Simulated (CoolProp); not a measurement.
The fluid at 198.18 K and 2.31 MPa is throttled through a valve to 0.131 MPa with no heat exchange. The same conditions are run with several fluids, on thermodynamics alone (safety and materials aside).

The numbers come from the reference Helmholtz-energy equation of state of each fluid (R141b: Lemmon 2006; n-perfluoropentane: Gao 2022; ethylbenzene: Zhou 2012; C2F6 (R116): Lemmon 2006; R1233zd(E): Akasaka 2022) in CoolProp.

### Question
Rank R141b, n-perfluoropentane, ethylbenzene, C2F6 (R116), R1233zd(E) by temperature change (K), highest first.

### Answer
ethylbenzene (+1.2), R1233zd(E) (+1.1), R141b (+1.0), n-perfluoropentane (+0.9), C2F6 (R116) (+0.6)

```
fluid               final density (kg/m³)
------------------  ---------------------
R141b                                1410
n-perfluoropentane                   1900
ethylbenzene                          949
C2F6 (R116)                          1590
R1233zd(E)                           1480
```
